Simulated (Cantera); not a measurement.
Cantera run, input and output.

```python
import numpy as np
import cantera as ct

gas = ct.Solution("h2o2.yaml")
gas.TPX = 1200, 500000, {'H2': 1, 'O2': 0.926, 'N2': 3.48}
reactor = ct.IdealGasConstPressureReactor(gas, energy="on", clone=False)
net = ct.ReactorNet([reactor])
net.rtol, net.atol = 1e-08, 1e-16
show = ['H2', 'O2', 'OH', 'H', 'H2O2', 'H2O']
times = np.geomspace(7e-06, 0.9, 15)

steps = ct.SolutionArray(gas, extra=["t"])
rows = []
print(f"{'t/s':>10s}{'T/K':>9s}{'P/Pa':>11s}" + "".join(f"{s:>11s}" for s in show))
for t in times:
    while net.time < t:
        t_next = net.step()
        steps.append(gas.state, t=t_next)
    rows.append([np.interp(t, steps.t, y) for y in (steps.T, steps.P, *steps(*show).X.T)])
    print(f"{t:10.3e}{rows[-1][0]:9.1f}{rows[-1][1]:11.4g}" + "".join(f"{x:11.3e}" for x in rows[-1][2:]))
rate = np.gradient(steps.T, steps.t)
print("integrator steps:", len(steps.t))
if steps.T.max() > steps.T[0] + 200:
    print(f"time of steepest temperature rise: {steps.t[rate.argmax()]:.4e} s")
gas.TPX = 1200, 500000, {'H2': 1, 'O2': 0.926, 'N2': 3.48}
gas.equilibrate("HP")
print(f"equilibrium (HP): T = {gas.T:.1f} K  " + "  ".join(f"{s} {gas[s].X[0]:.3e}" for s in show))
```

It prints:

```
       t/s      T/K       P/Pa         H2         O2         OH          H       H2O2        H2O
 7.000e-06   1200.0      5e+05  1.850e-01  1.713e-01  2.753e-07  2.074e-06  3.462e-08  7.272e-06
 1.622e-05   1590.6      5e+05  7.930e-02  1.200e-01  9.377e-03  2.802e-02  7.831e-06  9.183e-02
 3.758e-05   2442.7      5e+05  1.815e-03  8.393e-02  1.030e-02  4.905e-04  7.750e-07  1.956e-01
 8.708e-05   2452.7      5e+05  1.437e-03  8.420e-02  9.310e-03  3.476e-04  8.113e-07  1.967e-01
 2.018e-04   2452.7      5e+05  1.437e-03  8.420e-02  9.310e-03  3.475e-04  8.113e-07  1.967e-01
 4.675e-04   2452.7      5e+05  1.437e-03  8.420e-02  9.310e-03  3.475e-04  8.113e-07  1.967e-01
 1.083e-03   2452.7      5e+05  1.437e-03  8.420e-02  9.310e-03  3.475e-04  8.113e-07  1.967e-01
 2.510e-03   2452.7      5e+05  1.437e-03  8.420e-02  9.310e-03  3.475e-04  8.113e-07  1.967e-01
 5.816e-03   2452.7      5e+05  1.437e-03  8.420e-02  9.310e-03  3.475e-04  8.113e-07  1.967e-01
 1.348e-02   2452.7      5e+05  1.437e-03  8.420e-02  9.310e-03  3.475e-04  8.113e-07  1.967e-01
 3.122e-02   2452.7      5e+05  1.437e-03  8.420e-02  9.310e-03  3.475e-04  8.113e-07  1.967e-01
 7.235e-02   2452.7      5e+05  1.437e-03  8.420e-02  9.310e-03  3.475e-04  8.113e-07  1.967e-01
 1.676e-01   2452.7      5e+05  1.437e-03  8.420e-02  9.310e-03  3.475e-04  8.113e-07  1.967e-01
 3.884e-01   2452.7      5e+05  1.437e-03  8.420e-02  9.310e-03  3.475e-04  8.113e-07  1.967e-01
 9.000e-01   2452.7      5e+05  1.437e-03  8.420e-02  9.310e-03  3.475e-04  8.113e-07  1.967e-01
integrator steps: 1088
time of steepest temperature rise: 1.6317e-05 s
equilibrium (HP): T = 2452.7 K  H2 1.437e-03  O2 8.420e-02  OH 9.310e-03  H 3.475e-04  H2O2 8.113e-07  H2O 1.967e-01
```

Computed with Cantera and the H2/O2 subset of GRI-Mech 3.0, which has no nitrogen chemistry. The hydrogen kinetics of GRI-Mech 3.0 are dated; newer H2 mechanisms differ, most at raised pressure.
